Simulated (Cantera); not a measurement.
An isothermal, constant-pressure homogeneous reactor starts with N₂O : O₂ = 1 : 1.2 (molar parts), at 1375 K and 26.3 Torr. Integrator tolerance rtol = 1e-08.

Model: GRI-Mech 3.0 (53 species, 325 reactions), integrated in Cantera. GRI-Mech 3.0 was tuned for natural gas; its chemistry of N2O as a main component is partial and can be far from experiment. Radical loss at walls, strong at low pressure, is not modelled. The mechanism lacks the step 2 NO + O2 → 2 NO2, which can matter for NO2 below about 1400 K. The temperature is held fixed by assumption; the heat of reaction is taken as removed at once.

Question: What does this change do: O2 1.2 to 10 parts?

Answer: 
| quantity | before | after |
|---|---|---|
| x(N₂O) at 50.0 s | 1.93e-6 (gas-phase equilibrium 6.15e-9) | 2.16e-7 (gas-phase equilibrium 1.74e-9) |
| x(O₂) at 50.0 s | 0.596 (gas-phase equilibrium 0.629) | 0.905 (gas-phase equilibrium 0.913) |
| x(O) at 50.0 s | 2.65e-6 (gas-phase equilibrium 2.72e-6) | 3.26e-6 (gas-phase equilibrium 3.27e-6) |
| x(NO) at 50.0 s | 0.0664 (gas-phase equilibrium 0.000749) | 0.0156 (gas-phase equilibrium 0.000437) |
| x(NO₂) at 50.0 s | 0.000169 (gas-phase equilibrium 1.96e-6) | 4.90e-5 (gas-phase equilibrium 1.38e-6) |
| x(N₂) at 50.0 s | 0.337 (gas-phase equilibrium 0.370) | 0.0791 (gas-phase equilibrium 0.0867) |

Question: What does this change do: temperature 1375 to 1000 K?

Answer: 
```
quantity                                            before                                     after
----------------  ----------------------------------------  ----------------------------------------
x(N₂O) at 50.0 s   1.93e-6 (gas-phase equilibrium 6.15e-9)    0.448 (gas-phase equilibrium 3.94e-10)
x(O₂) at 50.0 s        0.596 (gas-phase equilibrium 0.629)       0.546 (gas-phase equilibrium 0.630)
x(O) at 50.0 s     2.65e-6 (gas-phase equilibrium 2.72e-6)  4.20e-8 (gas-phase equilibrium 6.71e-10)
x(NO) at 50.0 s    0.0664 (gas-phase equilibrium 0.000749)  0.000202 (gas-phase equilibrium 3.73e-5)
x(NO₂) at 50.0 s  0.000169 (gas-phase equilibrium 1.96e-6)   1.26e-7 (gas-phase equilibrium 6.49e-7)
x(N₂) at 50.0 s        0.337 (gas-phase equilibrium 0.370)     0.00494 (gas-phase equilibrium 0.370)
```
